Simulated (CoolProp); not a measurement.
Vapour-liquid equilibrium of R13 (1) + n-butane (2) at 199.5 K; x and y are mole fractions of (1).

The numbers come from the multi-fluid Helmholtz-energy mixture model, Platzer 1990 and Bücker 2006; pair parameters Bell 2016 in CoolProp. This equation is an older, rougher fit; its heat capacities, sound speeds and derivatives of the liquid may be far off and weren't checked against measurements.

### Question
Give the bubble pressure and the first vapour's composition at x = 0.425, 0.8, 0.875. Is there an azeotrope?

### Answer
x = 0.425: 0.9277 bar, y = 0.985; x = 0.8: 1.258 bar, y = 0.993; x = 0.875: 1.339 bar, y = 0.995. No azeotrope shows between x = 0.05 and 0.95.

The pair parameters rest on a limited set of measurements; away from them the model extrapolates. With so large a gap from Raoult's law the liquid may split in two, which this calculation doesn't test in full.
